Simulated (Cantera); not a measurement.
A closed system holds: 1 mol B, 0.38 mol Cl2, 0.11 mol H2, at 1050 K and 0.100 bar.

Equilibrium computed with Cantera from the NASA thermochemical tables; the gas is ideal and each condensed phase is pure. Candidate condensed phases: B; 13 gas species. Gases not in the tables: BHCl2. The numbers say what is thermodynamically allowed, not how fast it happens.

Base state: BCl3 0.650, H2 0.244, HCl 0.106 (mole fractions); condensed: B(s).

Problem. What changes in the equilibrium state with this change: B replaced by AlN?

Solution. 
| species | before | after |
|---|---|---|
| AlCl3 | 0 | 0.478 |
| N2 | 0 | 0.240 |
| H2 | 0.244 | 0.169 |
| BCl3 | 0.650 | 0 |
| HCl | 0.106 | 0.112 |
| Al2Cl6 | 0 | 0.00118 |
| AlCl2 | 0 | 1.06e-5 |
| B(s), mol | 0.760 | 0 |
| AlN(s), mol | 0 | 0.765 |
The tables' values for AlCl2 are old estimates; treat these amounts as uncertain. Further candidate phases: Al, AlCl3, AlN, NH4Cl.
